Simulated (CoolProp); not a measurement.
Values from CoolProp's reference Helmholtz-energy equation of state, Thol 2021.

Question: Give the vapour pressure (kPa), liquid density (kg/m³), vapour density (kg/m³), liquid cp (kJ/(kg K)) of saturated chlorine at 55.75, 93.95 °C.

Answer: 
```json
[
 {"T (°C)": "55.75", "p (kPa)": "1640", "liquid density (kg/m³)": "1290", "vapour density (kg/m³)": "51.8", "liquid cp (kJ/(kg K))": "1.06"},
 {"T (°C)": "93.95", "p (kPa)": "3490", "liquid density (kg/m³)": "1140", "vapour density (kg/m³)": "115", "liquid cp (kJ/(kg K))": "1.25"}
]
```
